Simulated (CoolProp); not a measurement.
A closed Brayton cycle with carbon dioxide: compressor inlet 330.15 K and 8.5 MPa, high pressure 24.5 MPa, turbine inlet 715 K, compressor efficiency 0.85, turbine efficiency 0.9, recuperator effectiveness 0.9 (on enthalpy, no pinch check). Each further row changes one setting.

Model: reference Helmholtz-energy equation of state, Span 1996, in CoolProp.

```
case                           thermal efficiency (%)  net work (kJ/kg)  compressor to turbine work  compressor exit (K)  turbine exit (K)
-----------------------------  ----------------------  ----------------  --------------------------  -------------------  ----------------
as stated                                        27.6              58.6                        0.50                421.4             598.6
turbine inlet 665 K                              24.6              48.4                        0.54                421.4             552.8
compressor inlet 340.15 K                        25.8              52.2                        0.55                437.3             598.6
high pressure 20.8 MPa                           27.5              52.9                        0.47                406.8             616.2
recuperator effectiveness 0.5                    20.0              58.6                        0.50                421.4             598.6
```
